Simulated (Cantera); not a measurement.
## Ta2O5 + H2 (hydrogen reduction and annealing atmospheres)

A closed system holds: 1 mol Ta2O5, 0.44 mol H2, equilibrated at 2.90 bar.

Method: chemical equilibrium by Gibbs-energy minimisation in Cantera with the NASA 1993 tables (ideal gas, pure condensed phases). Candidate condensed phases: H2O, Ta, Ta2O5; 12 gas species. Mutual solubility and eutectic melting of coexisting phases are not modelled. Condensed phases not in the tables: N, O or C dissolved in the metal. Rates play no part.

From 802 °C to 1602 °C the condensed part is Ta2O5(s). At 1702 °C the condensed part is Ta(s) + Ta2O5(s). At 1802 °C the condensed part is Ta(s) + Ta2O5(l).

```csv
T (°C),log p H2,log p H2O,log p H,log p TaO2,n Ta2O5(s),n Ta(s),n Ta2O5(l)
802,0.46,-5.68,-7.60,<-11,1.00,0,0
902,0.46,-5.04,-6.68,<-11,1.00,0,0
1002,0.46,-4.50,-5.90,<-11,1.000,0,0
1102,0.46,-4.04,-5.23,<-11,1.000,0,0
1202,0.46,-3.65,-4.66,-11.43,1.000,0,0
1302,0.46,-3.32,-4.15,-10.10,1.000,0,0
1402,0.46,-3.02,-3.70,-8.93,1.000,0,0
1502,0.46,-2.76,-3.31,-7.90,1.000,0,0
1602,0.46,-2.53,-2.95,-6.99,1.000,0,0
1702,0.46,-2.32,-2.63,-6.17,1.000,0.000288,0
1802,0.46,-2.14,-2.34,-5.44,0,0.000435,1.000
```
log p: log10 of the partial pressure in bar; n: condensed amount in mol.
